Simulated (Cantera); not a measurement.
Input (Python, Cantera) and output of one run.

```python
import numpy as np
import cantera as ct

gas_names = """
    CL CL2 H HCL H2 Si SiCL SiCL2 SiCL3 SiCL4 SiH SiHCL3 SiH2 SiH2CL2 SiH3 SiH3CL SiH4 Si2 Si3
""".split()
cond_names = """
    Si(cr) Si(L)
""".split()


def load(file, names, dense=False):
    # The tables refer to 1 bar. Condensed volumes are neglected.
    table = {s.name: s for s in ct.Species.list_from_file(file)}
    out = []
    for n in names:
        d = dict(table[n].input_data)
        d["thermo"] = dict(d["thermo"], **{"reference-pressure": 1e5})
        if dense:
            d["equation-of-state"] = {"model": "constant-volume", "density": "1e6 g/cm^3"}
        out.append(ct.Species.from_dict(d))
    return out


gas = ct.Solution(thermo="ideal-gas", species=load("nasa_gas.yaml", gas_names))
cond = {s.name: ct.Solution(thermo="fixed-stoichiometry", species=[s], name=s.name)
        for s in load("nasa_condensed.yaml", cond_names, dense=True)}
atoms = {
    'Si2Cl6': {'Si': 2, 'CL': 6},
    'HCl': {'H': 1, 'CL': 1},
    'H2': {'H': 2},
}
top_T = {}  # K; cautious upper limits of use, not melting points


def equilibrate(T, P, feed):
    n = {}
    for name, mol in feed.items():
        for a, k in atoms[name].items():
            n[a] = n.get(a, 0.0) + k * mol
    gas.TPX = T, P, n
    mass = sum(n.values()) * gas.mean_molecular_weight
    gas.equilibrate("TP")
    valid = [c for c in cond.values() if c.min_temp <= T <= top_T.get(c.name, c.max_temp)]
    mix = ct.Mixture([(gas, mass / gas.mean_molecular_weight)] + [(c, 0.0) for c in valid])
    mix.T, mix.P = T, P
    mix.equilibrate("TP", solver="gibbs", rtol=1e-10, max_steps=50000)
    return mix


results = []
feed = {'Si2Cl6': 1, 'HCl': 0.083, 'H2': 24}  # mol
P = 1333.22  # Pa
for T in [875, 900, 925, 950, 975, 1000, 1025, 1050, 1075]:
    mix = equilibrate(T, P, feed)
    results.append((T, P, feed, dict(zip(mix.species_names, mix.species_moles))))

top = {s: max(r[3][s] / sum(r[3][g] for g in gas_names) for r in results) for s in gas_names}
cols = sorted((s for s in top if top[s] > 0.001), key=lambda s: -top[s])[:9]
seen = [c for c in cond_names if any(r[3].get(c, 0) > 1e-12 for r in results)]
print("log10 of partial pressures in bar; condensed amounts in mol")
print(f"{'T/K':>10s}" + "".join(f"{s[:9]:>10s}" for s in cols + seen))
for T, P, feed, n in results:
    ng = sum(n[g] for g in gas_names)
    print(f"{T:10.4g}" + "".join(f"{np.log10(max(n[s] / ng * P / 1e5, 1e-99)):10.3f}" for s in cols)
          + "".join(f"{n.get(c, 0):10.4g}" for c in seen))
```

It prints:

```
log10 of partial pressures in bar; condensed amounts in mol
       T/K        H2     SiCL4       HCL    SiHCL3     SiCL2     SiCL3    Si(cr)
       875    -1.906    -3.191    -3.946    -3.811    -5.880    -5.417    0.4531
       900    -1.907    -3.197    -3.830    -3.820    -5.620    -5.248    0.4693
       925    -1.908    -3.205    -3.722    -3.831    -5.376    -5.090    0.4882
       950    -1.910    -3.215    -3.620    -3.843    -5.146    -4.942    0.5099
       975    -1.911    -3.228    -3.524    -3.857    -4.929    -4.805    0.5341
      1000    -1.913    -3.244    -3.435    -3.874    -4.726    -4.677    0.5604
      1025    -1.915    -3.265    -3.351    -3.894    -4.536    -4.560    0.5881
      1050    -1.918    -3.291    -3.274    -3.919    -4.358    -4.454     0.616
      1075    -1.921    -3.323    -3.202    -3.948    -4.193    -4.358    0.6427
```

These are equilibrium values from Cantera (NASA tables, ideal gas, pure condensed phases), not measurements of a reactor. The feed counts by its element totals alone. The tables' values for SiCl3 are old estimates; treat these amounts as uncertain.
